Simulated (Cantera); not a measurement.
A freely propagating, adiabatic, planar premixed flame of 10.7 % CH4, 0.449 % H2, 18.0 % O2, 67.7 % N2, 3.21 % H2O, equivalence ratio 1.2, unburnt at 623 K and 22000 Pa; mixture-averaged transport, grid criteria slope 0.08 and curve 0.16, no radiation.

Cantera simulation using GRI-Mech 3.0 (53 species, 325 reactions); the numbers are that mechanism's predictions, not measurements. Burning velocities carry a grid error of a few per cent, more on coarse grids.

Question: Predict: laminar burning velocity; thermal thickness; peak x(CO); peak x(C2H6); peak x(CH2).

Answer: 
- laminar burning velocity = 165 cm/s
- thermal thickness = 1.31 mm
- peak x(CO) = 0.0678
- peak x(C2H6) = 0.00157
- peak x(CH2) = 9.70e-5
